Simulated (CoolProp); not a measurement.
Hydrogen chloride along the isotherm 357.1 K: Z from the reference equation and from simpler models built on Tc = 324.7 K, pc = 8.314 MPa, ω = 0.130; each cubic takes its own stable root.

Computed with CoolProp (reference Helmholtz-energy equation of state, Thol 2018).

```csv
p (MPa),phase,reference
10.4,supercritical,0.5799
20.8,supercritical,0.3878
31.2,supercritical,0.4992
41.6,supercritical,0.6172
52,supercritical,0.7337
62.4,supercritical,0.8477
72.7,supercritical,0.9582
83.1,supercritical,1.068
```

Question: How far does each simpler model (van der Waals, Redlich-Kwong, Soave-Redlich-Kwong, Peng-Robinson) lie from the reference over these 8 states: mean and median of the absolute difference, and the worst?

Answer: 
- van der Waals: mean 36.5 %, median 41.8 %, worst +44.3 % at 357.1 K and 83.1 MPa
- Redlich-Kwong: mean 13.4 %, median 14.0 %, worst +19.5 % at 357.1 K and 20.8 MPa
- Soave-Redlich-Kwong: mean 15.2 %, median 15.0 %, worst +23.2 % at 357.1 K and 20.8 MPa
- Peng-Robinson: mean 5.0 %, median 3.9 %, worst +12.8 % at 357.1 K and 20.8 MPa
